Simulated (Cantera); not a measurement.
Mixture: CO : H2 : O2 : N2 : CO2 = 1 : 0.063 : 0.253 : 0.952 : 0.076 (molar parts), at 1.00 atm, adiabatic and at constant volume. Ignition delay is the time to a rise of 400 K.

Detailed kinetics in Cantera: GRI-Mech 3.0 (53 species, 325 reactions). Where the delays flatten at high temperature, the 400 K rule measures the pace of heat release, not the induction time.

What does this change do: constant pressure in place of constant volume?


```tsv
quantity	before	after
delay at 1100 K	0.215 ms	0.233 ms
delay at 1150 K	0.153 ms	0.169 ms
delay at 1200 K	0.118 ms	0.133 ms
delay at 1250 K	95.7 µs	0.110 ms
delay at 1300 K	80.7 µs	94.8 µs
delay at 1350 K	70.2 µs	84.5 µs
delay at 1400 K	62.7 µs	77.5 µs
```

What does this change do: O2 0.253 to 0.17 parts?


```tsv
quantity	before	after
delay at 1100 K	0.215 ms	0.263 ms
delay at 1150 K	0.153 ms	0.188 ms
delay at 1200 K	0.118 ms	0.145 ms
delay at 1250 K	95.7 µs	0.118 ms
delay at 1300 K	80.7 µs	99.5 µs
delay at 1350 K	70.2 µs	87.0 µs
delay at 1400 K	62.7 µs	78.3 µs
```
